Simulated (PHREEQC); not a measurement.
Dissolve 0.0014 mol/kgw Na2S at 25 °C. Closed to the air; pH follows from the charge balance.

Computed with PHREEQC (ion-association model, wateq4f.dat).

```json
{
 "pH": "11.11",
 "ionic_strength": "0.00282 mol/kgw",
 "total_alkalinity": "2.80 meq/kg"
}
```

```tsv
species	molality	activity	log γ
Na+	0.00280	0.00264	-0.025
OH-	0.00137	0.00130	-0.026
HS-	0.00137	0.00130	-0.026
S-2	2.55e-5	2.03e-5	-0.100
H2S	8.75e-8	8.75e-8	0.000
```

Precipitation was switched off in this run. The polysulfide entries of wateq4f.dat were taken out for this run.
